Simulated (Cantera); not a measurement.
Input (Python, Cantera) and output of one run.

```python
import numpy as np
import cantera as ct

gas_names = """
    H HI HNO HNO2 HNO3 HO2 H2 H2O H2O2 I I2 N NH NH2 NH3 NH2OH NO NO2 NO3 N2 N2H2 N2H4 N2O Na NaH NaI
    NaO NaOH Na2 Na2O Na2O2H2 O OH O2 O3
""".split()
cond_names = """
    H2O(s) H2O(L) I2(cr) I2(L) Na(cr) Na(L) NaI(s) NaI(L) NaOH(a) NaOH(L) NaO2(s) Na2O(c) Na2O(a)
    Na2O(L) Na2O2(a) Na2O2(b)
""".split()


# ... load() reads the species with a 1 bar reference pressure and builds the phases ...
atoms = {
    'NaI': {'Na': 1, 'I': 1},
    'H2': {'H': 2},
    'N2': {'N': 2},
    'H2O': {'H': 2, 'O': 1},
}
top_T = {'NaO2(s)': 800, 'Na2O2(b)': 940}  # K; cautious upper limits of use, not melting points


# ... equilibrate(T, P, feed) seeds the gas with the atoms and calls Mixture.equilibrate('TP', solver="vcs", rtol=1e-11, max_steps=5000) ...
results = []
feed = {'NaI': 1, 'H2': 34, 'N2': 78, 'H2O': 4}  # mol
T = 1900  # K
P = 2100  # Pa
mix = equilibrate(T, P, feed)
results.append((T, P, feed, dict(zip(mix.species_names, mix.species_moles))))
x = sorted(zip(gas.X, gas.species_names), reverse=True)
print(f"T = {T:g} K  P = {P:g} Pa  gas = {mix.phase_moles(0):.4g} mol")
print("   x: " + "  ".join(f"{s} {v:.3e}" for v, s in x if v > 0.0001))
print("   condensed (mol): " + ("  ".join(f"{mix.phase(i).name} {mix.phase_moles(i):.4g}"
      for i in range(1, mix.n_phases) if mix.phase_moles(i) > 1e-12) or "none"))
```

Output:

```
T = 1900 K  P = 2100 Pa  gas = 117.8 mol
   x: N2 6.620e-01  H2 2.870e-01  H2O 3.390e-02  Na 5.606e-03  I 5.308e-03  H 2.934e-03  NaI 2.855e-03  HI 3.250e-04
   condensed (mol): none
```

Method: chemical equilibrium by Gibbs-energy minimisation in Cantera with the NASA 1993 tables (ideal gas, pure condensed phases).
